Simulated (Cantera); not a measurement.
**Ignition delay**

Mixture: CH4 : CO : O2 : N2 = 1 : 0.89 : 1.63 : 6.13 (molar parts), equivalence ratio 1.5, at 160000 Pa, adiabatic and at constant volume. Ignition delay is the time to a rise of 400 K.

Model: GRI-Mech 3.0 (53 species, 325 reactions), integrated in Cantera.

```json
[
 {"T0 (K)": "1175", "delay (ms)": "83.5"},
 {"T0 (K)": "1275", "delay (ms)": "18.1"},
 {"T0 (K)": "1375", "delay (ms)": "4.58"},
 {"T0 (K)": "1475", "delay (ms)": "1.34"},
 {"T0 (K)": "1575", "delay (ms)": "0.464"},
 {"T0 (K)": "1675", "delay (ms)": "0.190"},
 {"T0 (K)": "1775", "delay (ms)": "0.0894"}
]
```

The apparent activation energy between 1575 and 1775 K is 190 kJ/mol.
